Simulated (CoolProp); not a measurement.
Model: reference Helmholtz-energy equation of state, Thol 2014, in CoolProp.

### Question
For chloromethane (R40), give the phase and the cp (kJ/(kg K)), cv (kJ/(kg K)) at 133.65 °C and 101 kPa; 143.95 °C and 101 kPa; 216.45 °C and 101 kPa.

### Answer
- 133.65 °C and 101 kPa: gas; cp 0.972, cv 0.803
- 143.95 °C and 101 kPa: gas; cp 0.986, cv 0.817
- 216.45 °C and 101 kPa: gas; cp 1.08, cv 0.916
